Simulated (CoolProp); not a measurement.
Vapour-liquid equilibrium of methanol (1) + dimethyl carbonate (2) at 0.169 MPa; x and y are mole fractions of (1).

Model: multi-fluid Helmholtz-energy mixture model, de Reuck 1993 and Zhou 2011; pair parameters Bell 2016, in CoolProp.

```tsv
x	bubble temperature (°C)	y at the bubble point	dew temperature at overall composition x (°C)	liquid density (mol/L)
0.05	99.7	0.217	105.5	10.93
0.15	90.9	0.447	102.1	…
0.25	85.8	0.565	98.5	12.48
0.35	82.8	0.637	…	13.33
0.45	80.8	0.687	…	14.29
0.55	…	…	…	15.37
0.65	78.6	0.765	82.3	16.62
0.75	…	0.807	79.0	…
0.85	77.6	0.861	77.6	19.78
0.95	77.7	0.942	77.7	21.79
```

Question: Fill in the missing entries.

Answer: 
- 0.15, liquid density (mol/L): 11.69
- 0.35, dew temperature at overall composition x (°C): 94.7
- 0.45, dew temperature at overall composition x (°C): 90.7
- 0.55, bubble temperature (°C): 79.5
- 0.55, y at the bubble point: 0.728
- 0.55, dew temperature at overall composition x (°C): 86.5
- 0.75, bubble temperature (°C): 78.0
- 0.75, liquid density (mol/L): 18.08

y crosses x between x = 0.85 and 0.95: the model has an azeotrope there.

The pair parameters rest on a limited set of measurements; away from them the model extrapolates.
